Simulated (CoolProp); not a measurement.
Model: reference Helmholtz-energy equation of state, Lemmon 2006, in CoolProp. It is a short technical equation, of lower accuracy than the large ones.

### Question
For C3F8 (R218), give the phase and the speed of sound (m/s), viscosity (µPa s), conductivity (mW/(m K)) at 49.35 °C and 14.3 MPa; 151.85 °C and 0.0473 MPa.

### Answer
- 49.35 °C and 14.3 MPa: liquid; speed of sound 386, viscosity 196, conductivity 50.8
- 151.85 °C and 0.0473 MPa: gas; speed of sound 140, viscosity 17.5, conductivity 23.4

Viscosity comes from a separate model (Huber 2003), an estimate that may be off by 10 % or more. Thermal conductivity comes from a separate model (Huber 2003), an estimate that may be off by 10 % or more.
